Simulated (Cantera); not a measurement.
An isothermal, constant-pressure homogeneous reactor starts with H2 : O2 : N2 = 1.8 : 1 : 2 (molar parts), at 1350 K and 113 Torr.

Detailed kinetics in Cantera: GRI-Mech 3.0 (53 species, 325 reactions). The temperature is held fixed by assumption; the heat of reaction is taken as removed at once.

One state of this run: x H2 = 1.53e-6; x O2 = 0.0256; x HO2 = 1.63e-8; x H2O2 = 2.27e-9; x NO = 2.16e-5; x H = 7.66e-9. x: mole fraction; the columns are a selection and need not sum to one.

**Question.** Which value of t (s) does it belong to?
A. 0.000672
B. 7.55
C. 0.0151
D. 0.337

**Answer.** B, 7.55
